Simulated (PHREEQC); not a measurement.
1 kg of water holding 0.067 mol Na2CO3, 0.084 mol Na2SO4, 0.0044 mol NaOH and 0.006 mol NaCl is evaporated at 20 °C; the solids stay in contact with the brine. CO2 is held at log p = -3.4 (atm). Solids allowed: Burkeite, Halite, Mirabilite, Nahcolite, Natron, Thenardite, Trona. Others were left out.

The series has 21 steps of water left (kg), from 0.9996 to 0.003463.

Computed with PHREEQC (Pitzer model, pitzer.dat).

Which solids form, in which order, and at which step of the series does each first stand?

Mirabilite from water left = 0.06203 kg (pH 9.98); Trona from water left = 0.02556 kg (pH 10.04).
